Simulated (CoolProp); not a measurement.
Saturation properties of carbon monoxide (Tc = -140.3 °C, pc = 3498 kPa, ω = 0.050).

Model: reference Helmholtz-energy equation of state, Lemmon 2006, in CoolProp. It is a short technical equation, of lower accuracy than the large ones.

| T (°C) | p (kPa) | vapour density (kg/m³) | liquid cp (kJ/(kg K)) | surface tension (mN/m) |
|---|---|---|---|---|
| -193.65 | 78.87 | 3.461 | 2.141 | 9.98 |
| -191.35 | 103.2 | 4.436 | 2.146 | 9.48 |
| -189.05 | 132.9 | 5.604 | 2.154 | 9.00 |
| -186.75 | 168.6 | 6.990 | 2.165 | 8.51 |
| -184.45 | 211.2 | 8.620 | 2.179 | 8.03 |
| -182.15 | 261.3 | 10.52 | 2.196 | 7.55 |
| -179.85 | 319.7 | 12.73 | 2.217 | 7.08 |
| -177.55 | 387.1 | 15.27 | 2.243 | 6.61 |
| -175.25 | 464.5 | 18.18 | 2.273 | 6.14 |
| -173.05 | 548.4 | 21.36 | 2.308 | 5.70 |
| -170.75 | 647.4 | 25.13 | 2.350 | 5.24 |
| -168.45 | 758.7 | 29.43 | 2.400 | 4.79 |
| -166.15 | 883.1 | 34.33 | 2.461 | 4.34 |

It boils at -191.5 °C under 1 atm.

Surface tension comes from a separate correlation (Mulero 2012).
